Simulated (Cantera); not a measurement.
Transport properties of process gases

Gas mixture: N2 : N2O : CO2 = 0.65 : 0.2 : 0.87 (molar parts), at 0.0140 bar, frozen composition.

Cantera's kinetic-theory transport with the Lennard-Jones parameters of GRI-Mech 3.0, ideal gas; thermal conductivity in the mixture-averaged form. The composition is frozen, though it would react at the higher temperatures.

| T (K) | ρ (kg/m³) | cp (J/kg/K) | μ (µPa s) | λ (mW/m/K) | Pr | D (cm²/s) CH4 | D (cm²/s) O | D (cm²/s) H2O |
|---|---|---|---|---|---|---|---|---|
| 400 | 0.0160 | 972.6 | 20.6 | 27.9 | 0.716 | 23.1 | 33.3 | 23.2 |
| 550 | 0.0116 | 1055 | 26.6 | 38.9 | 0.721 | 40.6 | 57.8 | 42.9 |
| 700 | 0.00913 | 1121 | 31.9 | 49.4 | 0.724 | 61.7 | 87.3 | 67.4 |
| 850 | 0.00752 | 1175 | 36.7 | 59.4 | 0.727 | 86.1 | 121 | 96.2 |
| 1000 | 0.00639 | 1219 | 41.2 | 68.8 | 0.730 | 113 | 159 | 129 |
| 1150 | 0.00556 | 1251 | 45.4 | 77.8 | 0.729 | 144 | 201 | 165 |
D: mixture-averaged diffusion coefficient of that species in the mixture.
